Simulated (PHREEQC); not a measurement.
Solution (25 °C): 0.415 mol/kgw MgCl2, 0.047 mol/kgw KCl and 0.038 mol/kgw NaCl. Closed to the air; pH follows from the charge balance.

All values are PHREEQC results (Pitzer model, pitzer.dat), not measurements.

Problem. The ionic strength comes out as 1.33 mol/kgw. What activity coefficients do Mg+2, K+, Cl-, Na+ get?

Solution. Mg+2 0.30, K+ 0.67, Cl- 0.59, Na+ 0.78. Single-ion values are on the MacInnes scale.

This is a speciation only: nothing precipitates in the calculation.
